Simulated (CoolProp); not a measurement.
R407C at 382.54 K and 0.21 MPa is compressed adiabatically to 0.615 MPa with isentropic efficiency 0.9. Each further row changes one setting.

The numbers come from the reference Helmholtz-energy equation of state, Lemmon 2003 in CoolProp. It is a pseudo-pure fit of the blend.

```json
[
 {"case": "as stated", "work (kJ/kg)": "(withheld)", "final temperature (K)": "(withheld)", "final density (kg/m³)": "(withheld)"},
 {"case": "efficiency 1", "work (kJ/kg)": "(withheld)", "final temperature (K)": "426.4", "final density (kg/m³)": "15.4"},
 {"case": "efficiency 0.65", "work (kJ/kg)": "63.2", "final temperature (K)": "447.3", "final density (kg/m³)": "(withheld)"}
]
```

Complete the blanks.


- as stated, work (kJ/kg): 45.7
- as stated, final temperature (K): 430.7
- as stated, final density (kg/m³): 15.2
- efficiency 1, work (kJ/kg): 41.1
- efficiency 0.65, final density (kg/m³): 14.6
